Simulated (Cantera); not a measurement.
A perfectly stirred reactor is fed with 6.43 % CH3OH, 19.7 % O2, 73.9 % N2, at 13.0 bar; it is adiabatic with a 550 K inlet, and is followed from long to short residence time, starting on the burning branch (τ in s: 0.081, 0.035, 0.015, 0.0063, 0.0027, 0.0011, 0.00048, 0.00021, 8.8e-05, 3.7e-05, 1.6e-05).

Computed with Cantera and GRI-Mech 3.0 (53 species, 325 reactions). GRI-Mech 3.0 was tuned for natural gas; its chemistry of methanol as a main component is partial and can be far from experiment. The pressure lies above the range GRI-Mech 3.0 was tuned for (to about 10 atm).

x: mole fraction; the columns are a selection and need not sum to one.

```json
[
 {"τ (s)": "0.081", "T (K)": "1717", "x CH3OH": "1.92e-6", "x O2": "0.0971", "x CH3": "1.12e-8", "x H2": "7.01e-6", "x H2O2": "1.36e-7"},
 {"τ (s)": "0.035", "T (K)": "1716", "x CH3OH": "3.91e-6", "x O2": "0.0971", "x CH3": "2.01e-8", "x H2": "1.13e-5", "x H2O2": "1.81e-7"},
 {"τ (s)": "0.015", "T (K)": "1715", "x CH3OH": "7.83e-6", "x O2": "0.0972", "x CH3": "3.43e-8", "x H2": "1.95e-5", "x H2O2": "2.60e-7"},
 {"τ (s)": "0.0063", "T (K)": "1711", "x CH3OH": "1.58e-5", "x O2": "0.0974", "x CH3": "5.76e-8", "x H2": "3.55e-5", "x H2O2": "3.97e-7"},
 {"τ (s)": "0.0027", "T (K)": "1705", "x CH3OH": "(withheld)", "x O2": "0.0978", "x CH3": "(withheld)", "x H2": "(withheld)", "x H2O2": "(withheld)"},
 {"τ (s)": "0.0011", "T (K)": "1690", "x CH3OH": "(withheld)", "x O2": "0.0987", "x CH3": "(withheld)", "x H2": "(withheld)", "x H2O2": "(withheld)"},
 {"τ (s)": "0.00048", "T (K)": "1637", "x CH3OH": "0.000248", "x O2": "0.102", "x CH3": "3.29e-7", "x H2": "0.000444", "x H2O2": "4.04e-6"},
 {"τ (s)": "0.00021", "T (K)": "550", "x CH3OH": "0.0643", "x O2": "0.197", "x CH3": "<1e-12", "x H2": "<1e-12", "x H2O2": "<1e-12"},
 {"τ (s)": "8.8e-5", "T (K)": "550", "x CH3OH": "0.0643", "x O2": "0.197", "x CH3": "<1e-12", "x H2": "<1e-12", "x H2O2": "<1e-12"},
 {"τ (s)": "3.7e-5", "T (K)": "550", "x CH3OH": "0.0643", "x O2": "0.197", "x CH3": "<1e-12", "x H2": "<1e-12", "x H2O2": "<1e-12"},
 {"τ (s)": "1.6e-5", "T (K)": "550", "x CH3OH": "0.0643", "x O2": "0.197", "x CH3": "<1e-12", "x H2": "<1e-12", "x H2O2": "<1e-12"}
]
```

**Question.** Fill in the missing entries.

**Answer.** 
- 0.0027, x CH3OH: 3.22e-5
- 0.0027, x CH3: 9.67e-8
- 0.0027, x H2: 6.68e-5
- 0.0027, x H2O2: 6.37e-7
- 0.0011, x CH3OH: 7.46e-5
- 0.0011, x CH3: 1.77e-7
- 0.0011, x H2: 0.000144
- 0.0011, x H2O2: 1.20e-6
